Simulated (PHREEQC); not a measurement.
## Nickel, zinc or cadmium bath

Dissolve 0.0027 mol/kgw ZnCl2 and 0.063 mol/kgw Na2SO4 at 25 °C. Closed to the air; pH follows from the charge balance.

Equilibrium calculation in PHREEQC: ion-association model, wateq4f.dat.

No solid was allowed to form.

Q: Predict the pH.

A: pH 6.39.

Q: In which forms is S present?

A: SO4-2 82 %, NaSO4- 15 %, ZnSO4 1.9 %, Zn(SO4)2-2 1.6 % of the S.
